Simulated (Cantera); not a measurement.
Aluminium nitride and oxide growth: AlI₃ + NH₃ + H₂

Input: 1 mol AlI₃, 0.22 mol NH₃, 720 mol H₂, at 100 Torr.

Method: chemical equilibrium by Gibbs-energy minimisation in Cantera with the NASA 1993 tables (ideal gas, pure condensed phases). Candidate condensed phases: Al, AlI₃, AlN, I₂; 19 gas species. Rates play no part.

From 1373 K to 1548 K the condensed part is AlN(s). At 1573 K nothing is condensed. The main Al-bearing gas is AlI throughout. The share of Al in condensed phases is highest at 1373 K (21.9 %) and lowest at 1573 K (0.0 %).

| T (K) | x H₂ | x HI | x I | x AlI | x N₂ | x H | x AlI₃ | x Al | n AlN(s) |
|---|---|---|---|---|---|---|---|---|---|
| 1373 | 0.996 | 0.00212 | 0.000934 | 0.00107 | 5.21e-7 | 9.10e-6 | 1.08e-5 | 1.55e-8 | 0.219 |
| 1398 | 0.996 | 0.00203 | 0.00102 | 0.00108 | 1.42e-6 | 1.29e-5 | 6.26e-6 | 2.56e-8 | 0.218 |
| 1423 | 0.996 | 0.00194 | 0.00111 | 0.00108 | 3.69e-6 | 1.82e-5 | 3.65e-6 | 4.16e-8 | 0.215 |
| 1448 | 0.996 | 0.00185 | 0.00120 | 0.00110 | 9.06e-6 | 2.52e-5 | 2.15e-6 | 6.73e-8 | 0.207 |
| 1473 | 0.996 | 0.00175 | 0.00128 | 0.00112 | 2.07e-5 | 3.46e-5 | 1.28e-6 | 1.09e-7 | 0.190 |
| 1498 | 0.996 | 0.00164 | 0.00134 | 0.00117 | 4.35e-5 | 4.70e-5 | 7.76e-7 | 1.80e-7 | 0.157 |
| 1523 | 0.996 | 0.00152 | 0.00139 | 0.00124 | 8.19e-5 | 6.32e-5 | 4.76e-7 | 3.03e-7 | 0.102 |
| 1548 | 0.996 | 0.00138 | 0.00141 | 0.00136 | 0.000139 | 8.41e-5 | 2.93e-7 | 5.25e-7 | 0.0194 |
| 1573 | 0.996 | 0.00130 | 0.00147 | 0.00138 | 0.000152 | 0.000111 | 1.81e-7 | 8.15e-7 | 0 |
x: gas mole fraction; n: condensed amount in mol.
